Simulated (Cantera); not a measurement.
Source: NASA polynomial tables (part measured, part estimated), evaluated in Cantera. Values are per mole of reaction as written; species without (g) are pure solids or liquids, kept so even where they would boil at 1 bar.

4 NH3(g) + 3 S2(g) → 6 H2S(g) + 2 N2(g)

```csv
T (K),ΔH° (kJ),ΔS° (J/K),ΔG° (kJ),log10 K
1975,?,?,?,?
2025,?,?,?,?
2075,-321.5,172.7,-679.8,17.11
2125,?,?,?,?
2175,?,?,?,?
```

**Question.** Complete the blanks.

**Answer.** 
- 1975, ΔH° (kJ): -320.7
- 1975, ΔS° (J/K): 173.1
- 1975, ΔG° (kJ): -662.5
- 1975, log10 K: 17.52
- 2025, ΔH° (kJ): -321.1
- 2025, ΔS° (J/K): 172.9
- 2025, ΔG° (kJ): -671.1
- 2025, log10 K: 17.31
- 2125, ΔH° (kJ): -322.0
- 2125, ΔS° (J/K): 172.4
- 2125, ΔG° (kJ): -688.4
- 2125, log10 K: 16.92
- 2175, ΔH° (kJ): -322.5
- 2175, ΔS° (J/K): 172.2
- 2175, ΔG° (kJ): -697.0
- 2175, log10 K: 16.74
